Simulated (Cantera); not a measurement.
Feed: 1 mol C2F6, 0.28 mol HCl, 1.1 mol H2, at 7.30 Pa.

These are equilibrium values from Cantera (NASA tables, ideal gas, pure condensed phases), not measurements of a reactor. Candidate condensed phases: C, C6H6, C7H8, C8H18; 135 gas species. Ions and electrons are included (thermal ionisation). The feed counts by its element totals alone. Kinetics and transport are ignored.

x: gas mole fraction; nothing condenses.

| T (K) | x F | x H | x C | x HF | x Cl | x C3 | x C2 | x CF |
|---|---|---|---|---|---|---|---|---|
| 3000 | 0.558 | 0.203 | 0.115 | 0.0536 | 0.0290 | 0.0193 | 0.0119 | 0.0107 |
| 3250 | 0.556 | 0.225 | 0.175 | 0.00943 | 0.0265 | 0.00110 | 0.00417 | 0.00290 |
| 3500 | 0.557 | 0.229 | 0.184 | 0.00198 | 0.0261 | 3.70e-5 | 0.000916 | 0.000700 |
| 3750 | 0.557 | 0.230 | 0.185 | 0.000506 | 0.0260 | 1.75e-6 | 0.000229 | 0.000196 |
| 4000 | 0.558 | 0.230 | 0.186 | [?] | 0.0260 | [?] | [?] | [?] |
| 4250 | 0.557 | 0.230 | 0.186 | 5.27e-5 | 0.0260 | 1.11e-8 | 2.27e-5 | 2.36e-5 |
| 4500 | 0.557 | 0.230 | 0.185 | [?] | 0.0260 | [?] | [?] | [?] |
| 4750 | 0.557 | 0.230 | 0.184 | 8.75e-6 | 0.0260 | 1.98e-10 | 3.60e-6 | 4.38e-6 |
| 5000 | 0.556 | 0.230 | 0.182 | 4.06e-6 | 0.0259 | 3.51e-11 | 1.62e-6 | 2.12e-6 |

### Question
Fill in the missing entries.

### Answer

- 4500, x HF: 2.05e-5
- 4500, x C3: 1.33e-9
- 4500, x C2: 8.61e-6
- 4500, x CF: 9.74e-6
- 4000, x HF: 0.000152
- 4000, x C3: 1.19e-7
- 4000, x C2: 6.72e-5
- 4000, x CF: 6.39e-5
